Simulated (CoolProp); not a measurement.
Saturated liquid density (kg/m³) of toluene: the reference equation beside estimates from Tc = 591.7 K, pc = 4.126 MPa, ω = 0.266. Rackett uses Z = 0.29056 − 0.08775 ω.

Values from CoolProp's reference Helmholtz-energy equation of state, Lemmon 2006. It is a short technical equation, of lower accuracy than the large ones.

| T (K) | reference | Rackett | van der Waals | Redlich-Kwong | Soave-Redlich-Kwong | Peng-Robinson |
|---|---|---|---|---|---|---|
| 412 | 749.3 | 739.4 | 442.5 | 642.0 | 669.1 | 757.4 |
| 418.3 | 742.4 | 732.4 | 438.4 | 634.7 | 662.1 | 749.9 |
| 424.6 | 735.3 | 725.2 | 434.2 | 627.3 | 655.0 | 742.0 |
| 430.9 | 728.2 | 718.0 | 429.9 | 619.6 | 647.7 | 734.0 |
| 437.1 | 721.0 | 710.7 | 425.6 | 611.9 | 640.3 | 725.7 |
| 443.4 | 713.6 | 703.2 | 421.2 | 603.9 | 632.5 | 717.1 |
| 449.7 | 706.0 | 695.6 | 416.6 | 595.7 | 624.5 | 708.2 |
| 456 | 698.3 | 687.7 | 411.9 | 587.3 | 616.2 | 699.0 |
| 462.3 | 690.4 | 679.8 | 407.1 | 578.6 | 607.6 | 689.4 |
| 468.6 | 682.3 | 671.6 | 402.1 | 569.7 | 598.7 | 679.4 |
| 474.9 | 673.9 | 663.2 | 397.0 | 560.6 | 589.6 | 669.1 |
| 481.2 | 665.4 | 654.6 | 391.8 | 551.1 | 580.1 | 658.4 |
| 487.5 | 656.5 | 645.8 | 386.4 | 541.4 | 570.2 | 647.2 |

Absolute difference from the reference over all 13 rows, mean and median: Rackett 1.5 and 1.5 %, van der Waals 41.0 and 41.0 %, Redlich-Kwong 15.7 and 15.6 %, Soave-Redlich-Kwong 11.7 and 11.5 %, Peng-Robinson 0.7 and 0.7 %.
